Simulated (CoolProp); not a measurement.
A simple Rankine cycle with water: condensing at 321.15 K, boiler at 1.92 MPa, turbine inlet 488.4 K, turbine efficiency 0.9, pump efficiency 0.7, no recuperator. Each further row changes one setting.

Model: reference Helmholtz-energy equation of state, Wagner 2002, in CoolProp.

```tsv
case	thermal efficiency (%)	net work (kJ/kg)	heat in (kJ/kg)	turbine exit temperature (K)	volume ratio over the turbine
as stated	26.8	698	2610	321.1	100
turbine inlet 508.4 K	26.9	716	2660	321.1	96.3
condensing temperature 313.15 K	28.0	740	2640	313.1	146
boiler pressure 1.34 MPa	25.2	665	2640	321.1	69.8
turbine efficiency 0.8	23.8	620	2610	321.1	104
```

The expansion ends wet for: as stated; turbine inlet 508.4 K; condensing temperature 313.15 K; boiler pressure 1.34 MPa; turbine efficiency 0.8.
